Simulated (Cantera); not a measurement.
## Low-pressure radical oxidation in H2/O2

An isothermal, constant-pressure homogeneous reactor starts with H₂ : O₂ = 0.022 : 1 (molar parts), at 1250 K and 1330 Pa.

Model: GRI-Mech 3.0 (53 species, 325 reactions), integrated in Cantera. Radical loss at walls, strong at low pressure, is not modelled.

| t (s) | x H₂ | x O₂ | x OH | x HO₂ | x O | x H₂O | x H₂O₂ |
|---|---|---|---|---|---|---|---|
| 4.00e-6 | 0.0215 | 0.978 | 1.07e-11 | 1.92e-10 | 1.08e-11 | <1e-12 | <1e-12 |
| 3.36e-5 | 0.0215 | 0.978 | 5.64e-10 | 1.61e-9 | 5.85e-10 | 4.88e-11 | <1e-12 |
| 0.000283 | 0.0215 | 0.978 | 1.58e-8 | 1.36e-8 | 1.99e-8 | 1.23e-8 | 5.03e-12 |
| 0.00238 | 0.0212 | 0.978 | 0.000154 | 5.36e-7 | 0.000216 | 0.000263 | 8.76e-10 |
| 0.0200 | 0.000160 | 0.962 | 0.00177 | 1.40e-6 | 0.0151 | 0.0198 | 3.54e-8 |
| 0.168 | 5.66e-5 | 0.972 | 0.00106 | 8.90e-7 | 0.00515 | 0.0210 | 3.02e-8 |
| 1.41 | 2.73e-6 | 0.978 | 0.000234 | 1.40e-7 | 0.000244 | 0.0216 | 9.15e-9 |
| 11.9 | 8.91e-8 | 0.978 | 4.25e-5 | 1.10e-8 | 7.99e-6 | 0.0217 | 8.37e-10 |
| 100 | 8.20e-9 | 0.978 | 1.29e-5 | 1.06e-8 | 7.39e-7 | 0.0218 | 1.09e-10 |
x: mole fraction; the columns are a selection and need not sum to one.

Equilibrium at this temperature and pressure: H₂ 6.62e-9, O₂ 0.978, OH 1.16e-5, HO₂ 1.15e-8, O 5.97e-7, H₂O 0.0218, H₂O₂ 9.15e-11 (gas phase only).
